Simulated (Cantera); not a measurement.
Pyrogenic steam for wet oxidation

An isothermal, constant-pressure homogeneous reactor starts with H2 : O2 : N2 = 1.5 : 1 : 0.69 (molar parts), equivalence ratio 0.75, at 875 K and 0.360 bar.

Detailed kinetics in Cantera: the H2/O2 subset of GRI-Mech 3.0, which has no nitrogen chemistry. Below about 950 K walls govern HO2 and H2O2 in real vessels. The temperature is held fixed by assumption; the heat of reaction is taken as removed at once.

```csv
t (s),x H2,x O2,x H2O2,x H,x HO2,x OH
4.00e-6,0.470,0.313,<1e-12,2.82e-12,3.38e-12,<1e-12
3.16e-5,0.470,0.313,<1e-12,1.94e-11,4.04e-11,<1e-12
0.000249,0.470,0.313,2.22e-12,1.25e-10,1.04e-9,3.10e-12
0.00196,0.470,0.313,5.45e-10,5.29e-10,3.18e-8,1.32e-11
0.0155,0.470,0.313,3.64e-6,1.47e-6,3.37e-5,5.14e-8
0.122,0.385,0.275,0.000238,4.38e-8,2.03e-5,2.50e-9
0.964,0.373,0.269,0.00148,2.17e-7,4.60e-5,1.71e-8
7.61,0.223,0.202,0.00130,1.28e-7,4.30e-5,2.14e-8
60.0,0.000728,0.103,2.72e-6,3.37e-10,2.09e-6,1.29e-8
```
x: mole fraction; the columns are a selection and need not sum to one.

Equilibrium at this temperature and pressure: H2 4.01e-12, O2 0.102, H2O2 5.36e-11, H <1e-12, HO2 1.06e-10, OH 1.89e-8 (gas phase only).
